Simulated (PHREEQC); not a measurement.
3.6 g of hydrous ferric oxide (600 m²/g; 0.2 weak and 0.005 strong sites per Fe, Dzombak-Morel constants, diffuse double layer) in 1 kg of water with 0.3 mol/kgw of an inert sodium salt, at 25 °C; the pH is set by adding NaOH or the inert anion's acid. Oxygen is held at 0.21 atm. No CO2 enters from the air. Nothing may precipitate in this run.

All values are PHREEQC results (ion-association model, wateq4f.dat), not measurements.

```
pH   surface charge σ (C/m²)  surface potential ψ (mV)
---  -----------------------  ------------------------
4                      0.349                       123
4.5                    0.319                       118
5                      0.269                       110
5.5                    0.211                        98
6                      0.154                        83
6.5                    0.106                        65
7                      0.066                        46
7.5                    0.034                        26
8                      0.006                         5
8.5                   -0.021                       -17
9                     -0.051                       -38
9.5                   -0.087                       -57
10                    -0.132                       -75
```
